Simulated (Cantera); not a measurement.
Charge: 1 mol Fe2O3, 3 mol C, 0.35 mol CO.

Cantera equilibrium calculation (NASA polynomials, part measured and part estimated; ideal gas, pure solids and liquids). Candidate condensed phases: C, Fe, Fe(CO)5, FeO, Fe2O3, Fe3O4; 15 gas species. Iron dissolves carbon and melts from about 1420 K in contact with it, which pure phases cannot show. Condensed phases not in the tables: cementite and carbon dissolved in iron. Rates play no part.

Task: What condenses at these points (T in K, P in Pa): (2300, 42); (2250, 240000); (2000, 3200); (1950, 3200); (1950, 10); (2050, 1000000)?

Result: 
| T (K) | P in Pa | condensed phases | Fe condensed (%) |
|---|---|---|---|
| 2300 | 42 | gas only | 0.0 |
| 2250 | 240000 | Fe | 99.7 |
| 2000 | 3200 | Fe | 98.1 |
| 1950 | 3200 | Fe | 98.9 |
| 1950 | 10 | gas only | 0.0 |
| 2050 | 1000000 | C + Fe | 100.0 |
